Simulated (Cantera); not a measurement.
What does this Cantera script print?

```python
import numpy as np
import cantera as ct

gas = ct.Solution("gri30.yaml")
gas.TPX = 550, 500000, {'CH4': 1, 'O2': 1.67, 'N2': 8, 'H2O': 0.43}
flame = ct.FreeFlame(gas, width=0.013)
flame.set_refine_criteria(ratio=3, slope=0.08, curve=0.16)
flame.transport_model = "mixture-averaged"
flame.solve(loglevel=0, auto=True)
flame.transport_model = "multicomponent"
flame.soret_enabled = True
flame.solve(loglevel=0, refine_grid=True)
z, T = flame.grid, flame.T
thick = (T[-1] - T[0]) / np.gradient(T, z).max()
show = ['CH4', 'O2', 'H2O', 'OH', 'CO2', 'HCN']
print(f"laminar burning velocity  {flame.velocity[0] * 100:.3f} cm/s")
print(f"burnt temperature         {T[-1]:.1f} K")
print(f"thermal thickness         {thick * 1e3:.4f} mm")
print(f"grid points               {len(z)}")
z0 = z[flame.heat_release_rate.argmax()]
print(f"{'z/mm':>9s}{'T/K':>9s}{'u/(m/s)':>9s}" + "".join(f"{s:>11s}" for s in show))
rows = []
for k in (-3, -2, -1.5, -1, -0.5, -0.25, 0, 0.25, 0.5, 1, 2, 4, 8):
    zz = z0 + k * thick
    rows.append([k * thick, np.interp(zz, z, T), np.interp(zz, z, flame.velocity),
                 *(np.interp(zz, z, flame.X[gas.species_index(s)]) for s in show)])
    print(f"{rows[-1][0] * 1e3:9.3f}{rows[-1][1]:9.1f}{rows[-1][2]:9.3f}" + "".join(f"{x:11.3e}" for x in rows[-1][3:]))
```

Result:

```
laminar burning velocity  19.948 cm/s
burnt temperature         2033.4 K
thermal thickness         0.2672 mm
grid points               139
     z/mm      T/K  u/(m/s)        CH4         O2        H2O         OH        CO2        HCN
   -0.802    551.8    0.200  8.974e-02  1.502e-01  3.891e-02  1.152e-12  5.731e-06  2.183e-09
   -0.534    563.7    0.205  8.838e-02  1.493e-01  4.029e-02  5.548e-11  6.871e-05  2.534e-08
   -0.401    597.0    0.218  8.549e-02  1.471e-01  4.400e-02  6.658e-10  3.233e-04  1.165e-07
   -0.267    739.7    0.271  7.574e-02  1.362e-01  5.916e-02  1.788e-08  2.134e-03  7.403e-07
   -0.134   1179.4    0.438  4.768e-02  9.431e-02  1.055e-01  2.138e-06  1.145e-02  3.851e-06
   -0.067   1531.1    0.573  2.406e-02  5.599e-02  1.432e-01  3.493e-05  2.193e-02  7.395e-06
    0.000   1849.7    0.695  4.768e-03  1.852e-02  1.766e-01  4.262e-04  3.590e-02  1.297e-05
    0.067   1970.9    0.739  3.553e-04  3.515e-03  1.870e-01  1.120e-03  4.697e-02  1.444e-05
    0.134   1998.2    0.748  2.900e-05  7.374e-04  1.877e-01  1.161e-03  5.185e-02  9.811e-06
    0.267   2015.1    0.753  8.638e-07  1.228e-04  1.877e-01  8.219e-04  5.406e-02  4.596e-06
    0.534   2025.8    0.757  3.002e-08  3.044e-05  1.882e-01  4.575e-04  5.433e-02  1.841e-06
    1.069   2031.2    0.759  2.469e-09  7.478e-06  1.885e-01  2.315e-04  5.427e-02  7.394e-07
    2.138   2033.0    0.759  4.115e-10  2.646e-06  1.887e-01  1.426e-04  5.424e-02  3.096e-07
```

Detailed kinetics in Cantera: GRI-Mech 3.0 (53 species, 325 reactions). Burning velocities carry a grid error of a few per cent, more on coarse grids.
